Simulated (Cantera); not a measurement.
Input: 1 mol PbO, 0.95 mol CO, a varied amount of H₂, equilibrated at 1 atm.

Method: chemical equilibrium by Gibbs-energy minimisation in Cantera with the NASA 1993 tables (ideal gas, pure condensed phases). Candidate condensed phases: C, C₆H₆, C₇H₈, C₈H₁₈, H₂O, Pb, PbO, PbO₂, Pb₃O₄; 113 gas species. Kinetics and transport are ignored.

Problem. What condenses at these points (T in K, n(H₂) in mol): (1798, 3); (1698, 5.2); (1798, 1.7); (2098, 1.7); (1998, 3)?

Solution. 
```tsv
T (K)	n(H₂) in mol	condensed phases	Pb condensed (%)
1798	3	gas only	0.0
1698	5.2	Pb	7.6
1798	1.7	Pb	4.4
2098	1.7	gas only	0.0
1998	3	gas only	0.0
```
